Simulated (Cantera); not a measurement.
Input: 1 mol Si, 0.0018 mol O2, 22 mol N2, at 1227 °C and 0.510 Pa.

Equilibrium computed with Cantera from the NASA thermochemical tables; the gas is ideal and each condensed phase is pure. Candidate condensed phases: Si, SiO2, Si2N2O, Si3N4; 16 gas species. The numbers say what is thermodynamically allowed, not how fast it happens.

Base state: N2 0.998, Si 0.00206, SiO 0.000163 (mole fractions); condensed: Si(s).

**Question.** What changes in the equilibrium state with this change: temperature from 1227 °C to 1100 °C?

**Answer.** 
| species | before | after |
|---|---|---|
| N2 | 0.998 | 1.000 |
| SiO | 0.000163 | 0.000169 |
| Si | 0.00206 | 5.46e-5 |
| Si(s), mol | 0.950 | 0 |
| Si3N4(s), mol | 0 | 0.332 |
N2 is the only nitrogen source here; it is nearly inert below about 1500 K, so the nitride shown seldom forms there in practice.

**Question.** What changes in the equilibrium state with this change: temperature from 1227 °C to 1675 °C?

**Answer.** 
```json
[
 {"species": "N2", "before": "0.998", "after": "0.957"},
 {"species": "Si", "before": "0.00206", "after": "0.0433"},
 {"species": "SiO", "before": "0.000163", "after": "0.000157"},
 {"species": "SiN", "before": "5.98e-6", "after": "2.83e-5"},
 {"species": "Si(s), mol", "before": "0.950", "after": "0"}
]
```
The tables' values for SiN are old estimates; treat these amounts as uncertain.

**Question.** What changes in the equilibrium state with this change: temperature from 1227 °C to 700 °C?

**Answer.** 
```
species           before    after
--------------  --------  -------
N2                 0.998     1.00
Si               0.00206    <1e-9
SiO             0.000163    <1e-9
Si(s), mol         0.950        0
Si2N2O(s), mol         0  0.00360
Si3N4(s), mol          0    0.331
```
N2 is the only nitrogen source here; it is nearly inert below about 1500 K, so the nitride shown seldom forms there in practice.
